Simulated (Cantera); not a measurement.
Input: 1 mol SiCl4, 0.017 mol CH4, 20 mol H2, at 2200 °C and 1.00 bar.

Method: chemical equilibrium by Gibbs-energy minimisation in Cantera with the NASA 1993 tables (ideal gas, pure condensed phases). Candidate condensed phases: C, C6H6, C7H8, C8H18, Si, SiC; 109 gas species. The tables' values for SiCl, SiCl3 are old estimates; treat these amounts as uncertain. Gases not in the tables: Si2H6 and higher silanes. Equilibrium is a limit: real reactors are often held back by kinetics, nucleation or transport.

Base state: H2 0.822, HCl 0.120, SiCl2 0.0265, H 0.0202, Si 0.00387, SiCl 0.00240, Cl 0.00210, SiH 0.000966 (mole fractions); condensed: Si(l).

Question: What changes in the equilibrium state with this change: temperature from 2200 °C to 700 °C?

Answer: 
```csv
species,before,after
H2,0.822,0.938
SiCl4,1.10e-6,0.0342
HCl,0.120,0.0145
H,0.0202,1.05e-9
SiHCl3,6.26e-6,0.0125
SiCl2,0.0265,2.07e-5
Si,0.00387,<1e-9
SiCl,0.00240,<1e-9
Cl,0.00210,<1e-9
"Si(l), mol",0.200,0
"SiC(s), mol",0,0.00440
```
The tables' values for SiCl3 are old estimates; treat these amounts as uncertain.

Question: What changes in the equilibrium state with this change: H2 from 20 to 1200 mol?

Answer: 
```tsv
species	before	after
H2	0.822	0.974
H	0.0202	0.0220
HCl	0.120	0.00322
SiCl2	0.0265	2.22e-6
Si	0.00387	0.000535
SiCl3	0.000213	<1e-9
Si3	1.73e-5	4.58e-8
Si2C	0.000342	9.29e-7
SiC2	2.05e-5	5.74e-8
SiCl	0.00240	8.19e-6
Si(l), mol	0.200	0
```
